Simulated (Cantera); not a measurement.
Ignition delay

Mixture: CH4 : O2 : N2 = 1 : 4.55 : 17.1 (molar parts), at 0.987 atm, adiabatic and at constant pressure. Ignition delay is the time to a rise of 400 K.

Cantera simulation using GRI-Mech 3.0 (53 species, 325 reactions); the numbers are that mechanism's predictions, not measurements.

| T0 (K) | delay (ms) |
|---|---|
| 1000 | 734 |
| 1050 | 308 |
| 1100 | 135 |
| 1150 | 62.2 |
| 1200 | 29.8 |
| 1250 | 14.9 |
| 1300 | 7.75 |
| 1350 | 4.22 |
| 1400 | 2.41 |

```json
{
  "apparent activation energy between 1300 and 1400 K": "180 kJ/mol"
}
```
